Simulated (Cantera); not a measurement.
What does this Cantera script print?

```python
import numpy as np
import cantera as ct

gas = ct.Solution("gri30.yaml")
gas.TPX = 1925, 100000, {'CH4': 1, 'H2O': 4.5, 'H2': 0.17}
inlet = ct.Reservoir(gas, clone=True)

reactor = ct.IdealGasConstPressureReactor(gas, energy="off", clone=False)
exhaust = ct.Reservoir(gas, clone=True)
tau = [2.7, 0.88, 0.29, 0.096, 0.032, 0.01, 0.0034, 0.0011][0]
for a, b in ((inlet, reactor), (reactor, exhaust)):
    ct.MassFlowController(a, b, mdot=lambda t: reactor.mass / tau)
net = ct.ReactorNet([reactor])
show = ['CH4', 'H2O', 'H2', 'OH', 'C2H2', 'C2H6']

rows = []
print(f"{'tau/s':>10s}{'T/K':>9s}" + "".join(f"{s:>11s}" for s in show))
for tau in [2.7, 0.88, 0.29, 0.096, 0.032, 0.01, 0.0034, 0.0011]:
    net.initial_time = 0.0
    net.advance(30 * tau)
    before = gas.X
    net.advance(40 * tau)
    drift = np.max(np.abs(gas.X - before) / (gas.X + 1e-9))
    rows.append([gas.T, *gas[show].X, drift])
    print(f"{tau:10.3e}{gas.T:9.1f}" + "".join(f"{x:11.3e}" for x in gas[show].X))
```

Output:

```
     tau/s      T/K        CH4        H2O         H2         OH       C2H2       C2H6
 2.700e+00   1925.0  7.971e-04  4.334e-01  4.354e-01  5.336e-05  3.849e-05  1.192e-08
 8.800e-01   1925.0  2.113e-03  4.367e-01  4.320e-01  5.391e-05  2.677e-04  8.426e-08
 2.900e-01   1925.0  4.859e-03  4.454e-01  4.233e-01  5.558e-05  1.381e-03  4.553e-07
 9.600e-02   1925.0  9.652e-03  4.663e-01  4.039e-01  5.959e-05  5.114e-03  1.888e-06
 3.200e-02   1925.0  1.683e-02  5.068e-01  3.677e-01  6.760e-05  1.339e-02  6.294e-06
 1.000e-02   1925.0  2.753e-02  5.697e-01  3.113e-01  8.101e-05  2.577e-02  1.934e-05
 3.400e-03   1925.0  4.181e-02  6.326e-01  2.515e-01  9.548e-05  3.478e-02  5.079e-05
 1.100e-03   1925.0  6.420e-02  6.882e-01  1.910e-01  1.084e-04  3.542e-02  1.312e-04
```

Model: GRI-Mech 3.0 (53 species, 325 reactions), integrated in Cantera.
